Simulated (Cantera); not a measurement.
Feed: 1 mol CO, 0.92 mol H₂O, 22 mol N₂, held at 1698 K and 3.60 bar.

These are equilibrium values from Cantera (NASA tables, ideal gas, pure condensed phases), not measurements of a reactor. Candidate condensed phases: C, C₆H₆, C₇H₈, C₈H₁₈, H₂O; 136 gas species. Kinetics and transport are ignored.

Base state: N₂ 0.920, CO 0.0277, H₂O 0.0244, CO₂ 0.0141, H₂ 0.0141 (mole fractions); condensed: gas only.

What changes in the equilibrium state with this change: H₂O from 0.92 to 0.086 mol?


```json
[
 {"species": "N₂", "before": "0.920", "after": "0.953"},
 {"species": "CO", "before": "0.0277", "after": "0.0403"},
 {"species": "CO₂", "before": "0.0141", "after": "0.00298"},
 {"species": "H₂O", "before": "0.0244", "after": "0.000748"},
 {"species": "H₂", "before": "0.0141", "after": "0.00297"}
]
```
